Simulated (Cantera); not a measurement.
Input: 1 mol SiCl₄, 1.3 mol HCl, 0.39 mol H₂, at 1000 K and 15.0 bar.

Method: chemical equilibrium by Gibbs-energy minimisation in Cantera with the NASA 1993 tables (ideal gas, pure condensed phases). Candidate condensed phases: Si; 19 gas species. Equilibrium is a limit: real reactors are often held back by kinetics, nucleation or transport.

Task: What is the equilibrium state?

Result: 
| Property | Result |
|---|---|
| x(HCl) | 0.484 |
| x(SiCl₄) | 0.371 |
| x(H₂) | 0.144 |
| x(SiHCl₃) | 0.000779 |
| x(SiCl₃) | 9.21e-6 |
| gas amount | 2.690 mol |
| log10 activity of Si(s) (absent) | -8.70 |
